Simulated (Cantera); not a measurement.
Input (Python, Cantera) and output of one run.

```python
import numpy as np
import cantera as ct

gas_names = """
    Fe FeO Fe(OH)2 H HNO HNO2 HNO3 HO2 H2 H2O H2O2 N NH NH2 NH3 NH2OH NO NO2 NO3 N2 N2H2 N2H4 N2O O OH
    O2 O3
""".split()
cond_names = """
    Fe(a) Fe(c) Fe(d) Fe(L) FeO(s) FeO(L) Fe(OH)2(s) Fe(OH)3(s) Fe2O3(s) Fe3O4(s) H2O(s) H2O(L)
""".split()


def load(file, names, dense=False):
    # The tables refer to 1 bar. Condensed volumes are neglected.
    table = {s.name: s for s in ct.Species.list_from_file(file)}
    out = []
    for n in names:
        d = dict(table[n].input_data)
        d["thermo"] = dict(d["thermo"], **{"reference-pressure": 1e5})
        if dense:
            d["equation-of-state"] = {"model": "constant-volume", "density": "1e6 g/cm^3"}
        out.append(ct.Species.from_dict(d))
    return out


gas = ct.Solution(thermo="ideal-gas", species=load("nasa_gas.yaml", gas_names))
cond = {s.name: ct.Solution(thermo="fixed-stoichiometry", species=[s], name=s.name)
        for s in load("nasa_condensed.yaml", cond_names, dense=True)}
atoms = {
    'Fe2O3': {'Fe': 2, 'O': 3},
    'H2': {'H': 2},
    'N2': {'N': 2},
}
top_T = {'Fe2O3(s)': 1830, 'Fe3O4(s)': 1870}  # K; cautious upper limits of use, not melting points


def equilibrate(T, P, feed):
    n = {}
    for name, mol in feed.items():
        for a, k in atoms[name].items():
            n[a] = n.get(a, 0.0) + k * mol
    gas.TPX = T, P, n
    mass = sum(n.values()) * gas.mean_molecular_weight
    gas.equilibrate("TP")
    valid = [c for c in cond.values() if c.min_temp <= T <= top_T.get(c.name, c.max_temp)]
    mix = ct.Mixture([(gas, mass / gas.mean_molecular_weight)] + [(c, 0.0) for c in valid])
    mix.T, mix.P = T, P
    mix.equilibrate("TP", solver="vcs", rtol=1e-11, max_steps=5000)
    return mix


results = []
feed = {'Fe2O3': 1, 'H2': 810, 'N2': 9.3}  # mol
P = 40  # Pa
for T in [898, 1048, 1198, 1348, 1498, 1648, 1798, 1948]:
    mix = equilibrate(T, P, feed)
    results.append((T, P, feed, dict(zip(mix.species_names, mix.species_moles))))

top = {s: max(r[3][s] / sum(r[3][g] for g in gas_names) for r in results) for s in gas_names}
cols = sorted((s for s in top if top[s] > 0.001), key=lambda s: -top[s])[:7]
seen = [c for c in cond_names if any(r[3].get(c, 0) > 1e-12 for r in results)]
print("log10 of partial pressures in bar; condensed amounts in mol")
print(f"{'T/K':>10s}" + "".join(f"{s[:9]:>10s}" for s in cols + seen))
for T, P, feed, n in results:
    ng = sum(n[g] for g in gas_names)
    print(f"{T:10.4g}" + "".join(f"{np.log10(max(n[s] / ng * P / 1e5, 1e-99)):10.3f}" for s in cols)
          + "".join(f"{n.get(c, 0):10.4g}" for c in seen))
```

It prints:

```
log10 of partial pressures in bar; condensed amounts in mol
       T/K        H2         H        N2       H2O        Fe     Fe(a)     Fe(c)
       898    -3.405   -11.663    -5.343    -5.834   -16.257         2         0
      1048    -3.405    -9.814    -5.343    -5.834   -12.853         2         0
      1198    -3.405    -8.423    -5.343    -5.834   -10.334         0         2
      1348    -3.405    -7.338    -5.343    -5.834    -8.390         0     1.992
      1498    -3.405    -6.467    -5.343    -5.835    -6.842         0     1.705
      1648    -3.408    -5.754    -5.345    -5.836    -6.012         0         0
      1798    -3.413    -5.160    -5.348    -5.840    -6.015         0         0
      1948    -3.430    -4.662    -5.356    -5.850    -6.023         0         0
```

Equilibrium computed with Cantera from the NASA thermochemical tables; the gas is ideal and each condensed phase is pure.
